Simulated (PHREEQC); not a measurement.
# Phosphoric acid bath (model solution)

Dissolve 0.23 mol/kgw NaH2PO4 and 2.1e-06 mol/kgw H4SiO4 at 89 °C. Closed to the air; pH follows from the charge balance.

All values are PHREEQC results (ion-association model, wateq4f.dat), not measurements.

```json
{
  "pH": "4.42",
  "ionic_strength": "0.231 mol/kgw",
  "activity_of_water": "0.992"
}
```

```tsv
species	molality	activity	log γ
Na+	0.230	0.162	-0.152
H2PO4-	0.227	0.161	-0.149
H3PO4	0.00159	0.00167	0.023
HPO4-2	0.00148	0.000356	-0.618
NaHPO4-	0.000158	0.000112	-0.149
H+	4.90e-5	3.77e-5	-0.114
H4SiO4	2.10e-6	2.21e-6	0.023
OH-	1.42e-8	9.39e-9	-0.179
```

No solid was allowed to form. H3PO4, which wateq4f.dat lacks, is added to it with the constant of phreeqc.dat. At this temperature some constants are extrapolated from 25 °C, and those without enthalpy data are left unchanged.
